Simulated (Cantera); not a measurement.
Thermodynamics of silicon oxide and oxynitride deposition, feed HMDSO + N2O

Charge: 1 mol HMDSO, a varied amount of N2O, held at 525 °C and 6.60 Pa.

Method: chemical equilibrium by Gibbs-energy minimisation in Cantera with the NASA 1993 tables (ideal gas, pure condensed phases). Candidate condensed phases: C, C6H6, C7H8, C8H18, H2O, Si, SiC, SiO2, Si2N2O, Si3N4; 151 gas species. The feed counts by its element totals alone. Equilibrium is a limit: real reactors are often held back by kinetics, nucleation or transport.

From 4.1 mol N2O to 6.9 mol N2O the condensed part is C(graphite) + SiO2(α-quartz). From 9.8 mol N2O to 21 mol N2O the condensed part is SiO2(α-quartz).

```tsv
n(N2O) (mol)	x H2	x N2	x CO	x H2O	x CO2	x CH4	x NH3	x HCN	n C(graphite)	n SiO2(α-quartz)
4.1	0.634	0.289	0.0773	7.93e-5	4.14e-5	3.67e-5	5.45e-8	3.83e-8	4.90	2.00
6.9	0.455	0.349	0.196	0.000145	0.000267	1.89e-5	3.64e-8	3.56e-8	2.11	2.00
9.8	0.354	0.395	0.219	0.00887	0.0234	1.62e-7	2.66e-8	4.73e-10	0	2.00
13	0.272	0.464	0.121	0.0493	0.0935	7.30e-9	1.94e-8	3.43e-11	0	2.00
16	0.195	0.516	0.0628	0.0951	0.131	7.28e-10	1.25e-8	5.93e-12	0	2.00
18	0.144	0.545	0.0377	0.129	0.144	1.30e-10	8.12e-9	1.72e-12	0	2.00
21	0.0695	0.583	0.0138	0.180	0.153	3.80e-12	2.82e-9	<1e-12	0	2.00
```
x: gas mole fraction; n: condensed amount in mol.
